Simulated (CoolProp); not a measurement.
Vapour-liquid equilibrium of C2F6 (R116) (1) + R134a (2) at 0.682 MPa; x and y are mole fractions of (1).

The numbers come from the multi-fluid Helmholtz-energy mixture model, Lemmon 2006 and Tillner-Roth 1994; pair parameters Bell 2016 in CoolProp.

```json
[
 {"x": "0.05", "bubble temperature, mixture model (°C)": "11.8", "bubble temperature, Raoult's law (°C)": "19.3", "y, mixture model": "0.346", "y, Raoult's law": "0.220"},
 {"x": "0.15", "bubble temperature, mixture model (°C)": "-7.7", "bubble temperature, Raoult's law (°C)": "8.6", "y, mixture model": "___", "y, Raoult's law": "0.507"},
 {"x": "0.25", "bubble temperature, mixture model (°C)": "-17.5", "bubble temperature, Raoult's law (°C)": "0.1", "y, mixture model": "0.794", "y, Raoult's law": "0.677"},
 {"x": "0.35", "bubble temperature, mixture model (°C)": "-22.4", "bubble temperature, Raoult's law (°C)": "-6.9", "y, mixture model": "0.839", "y, Raoult's law": "0.785"},
 {"x": "0.45", "bubble temperature, mixture model (°C)": "-25.0", "bubble temperature, Raoult's law (°C)": "-12.8", "y, mixture model": "0.863", "y, Raoult's law": "0.855"},
 {"x": "0.55", "bubble temperature, mixture model (°C)": "-26.6", "bubble temperature, Raoult's law (°C)": "-17.8", "y, mixture model": "___", "y, Raoult's law": "0.904"},
 {"x": "0.65", "bubble temperature, mixture model (°C)": "-28.0", "bubble temperature, Raoult's law (°C)": "-22.0", "y, mixture model": "___", "y, Raoult's law": "0.938"},
 {"x": "0.75", "bubble temperature, mixture model (°C)": "___", "bubble temperature, Raoult's law (°C)": "-25.8", "y, mixture model": "0.911", "y, Raoult's law": "0.962"},
 {"x": "0.85", "bubble temperature, mixture model (°C)": "___", "bubble temperature, Raoult's law (°C)": "-29.1", "y, mixture model": "0.936", "y, Raoult's law": "0.981"},
 {"x": "0.95", "bubble temperature, mixture model (°C)": "-32.6", "bubble temperature, Raoult's law (°C)": "-32.0", "y, mixture model": "0.974", "y, Raoult's law": "0.994"}
]
```

Question: What belongs in the gaps?

Answer: 
- 0.15, y, mixture model: 0.681
- 0.55, y, mixture model: 0.878
- 0.65, y, mixture model: 0.893
- 0.75, bubble temperature, mixture model (°C): -29.4
- 0.85, bubble temperature, mixture model (°C): -31.0

The largest gap from Raoult's law is -17.6 K in bubble temperature, at x = 0.25. No azeotrope shows between x = 0.05 and 0.95.

The pair parameters rest on a limited set of measurements; away from them the model extrapolates. With so large a gap from Raoult's law the liquid may split in two, which this calculation doesn't test in full.
